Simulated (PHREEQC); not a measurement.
PHREEQC input (Pitzer model, pitzer.dat):

```
SOLUTION 1
  temp 20
  units mol/kgw
  pH 7 charge
  Cl 0.0069
  Na 0.3269
  S(6) 0.16
END
USE solution 1
INCREMENTAL_REACTIONS false
REACTION 1
  H2O -1
  0 9.886 18.011 24.689 30.178 34.689 38.397 41.444
  43.949 46.007 47.699 49.089 50.232 51.172 51.944 52.578
  53.1 53.528 moles
EQUILIBRIUM_PHASES 1
  Halite 0 0
  Mirabilite 0 0
  Thenardite 0 0
SELECTED_OUTPUT 1
  -reset false
  -pH true
  -pe true
  -ionic_strength true
  -water true
  -activities H2O
  -totals Cl Na S
  -molalities H+ Na+ Cl- SO4-2 OH- HSO4-
  -equilibrium_phases Halite Mirabilite Thenardite
PRINT
  -reset false
END
```

Selected output (columns that matter, 11 of 18 rows; water left (kg) added in front):

```
water left (kg)	pH	mu	Cl	Na	S	m_H+	m_Na+	m_Cl-	m_SO4-2	m_OH-	la_H2O	Mirabilite
1	7.3366	0.4869	0.0069	0.3269	0.16	8.2337e-08	0.3269	0.0069	0.16	2.2961e-07	-0.0029455	0
0.675514	7.3596	0.72079	0.010214	0.48393	0.23686	8.4242e-08	0.48393	0.010214	0.23686	2.5325e-07	-0.0042209	0
0.555203	7.3702	0.87698	0.012428	0.58879	0.28818	8.5354e-08	0.58879	0.012428	0.28818	2.6523e-07	-0.0050456	0
0.375043	7.3891	1.2982	0.018398	0.87163	0.42662	8.7566e-08	0.87163	0.018398	0.42662	2.8858e-07	-0.0071895	0
0.253345	7.4047	1.9219	0.027236	1.2903	0.63155	8.8827e-08	1.2903	0.027236	0.63155	3.0929e-07	-0.01022	0
0.208215	7.4113	2.3384	0.033139	1.57	0.76844	8.8513e-08	1.57	0.033139	0.76844	3.1775e-07	-0.01219	0
0.140655	7.4224	3.4617	0.049056	2.3241	1.1375	8.4096e-08	2.3241	0.049056	1.1375	3.2865e-07	-0.017461	0
0.0874178	7.4245	4.1216	0.078931	2.7741	1.3476	7.9252e-08	2.7741	0.078931	1.3476	3.2876e-07	-0.020837	0.042198
0.0464088	7.417	4.1162	0.14868	2.7937	1.3225	7.782e-08	2.7937	0.14868	1.3225	3.2422e-07	-0.021584	0.098624
0.0312276	7.4092	4.1128	0.22096	2.8155	1.2973	7.6364e-08	2.8155	0.22096	1.2973	3.1955e-07	-0.022371	0.11949
0.00853817	7.3453	4.1708	0.80814	3.0499	1.1209	6.5538e-08	3.0499	0.80814	1.1209	2.8307e-07	-0.029368	0.15043
```

Complexes and solids missing from the database can't appear.
